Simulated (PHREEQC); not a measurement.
**Buffer**

Consider water at 25 °C with 0.0016 mol/kgw H3BO3 and 0.00033 mol/kgw K2HPO4. Closed to the air; pH follows from the charge balance.

Computed with PHREEQC (ion-association model, phreeqc.dat).

Precipitation was switched off in this run.

Problem. Estimate the pH.

Solution. pH 7.81.

Problem. In which forms is B present?

Solution. H3BO3 96 %, H2BO3- 3.7 % of the B.
